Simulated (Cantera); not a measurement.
A closed system holds: 1 mol Si, 0.63 mol NF₃, 2.1 mol H₂, 9.3 mol F₂, held at 6.60 Torr.

Equilibrium computed with Cantera from the NASA thermochemical tables; the gas is ideal and each condensed phase is pure. Candidate condensed phases: Si, Si₃N₄; 37 gas species. Rates play no part. All values below are at 1325 K.

Base state: F 0.686, HF 0.237, SiF₄ 0.0563, N₂ 0.0177, F₂ 0.00326 (mole fractions); condensed: gas only.

Task: What changes in the equilibrium state with this change: F₂ from 9.3 to 2.3 mol?

Result: 
| species | before | after |
|---|---|---|
| HF | 0.237 | 0.534 |
| SiF₄ | 0.0563 | 0.215 |
| H₂ | <1e-9 | 0.183 |
| F | 0.686 | <1e-9 |
| N₂ | 0.0177 | 0.0676 |
| F₂ | 0.00326 | <1e-9 |
| SiF₃ | <1e-9 | 4.19e-5 |
The tables' values for SiF₃ are old estimates; treat these amounts as uncertain.
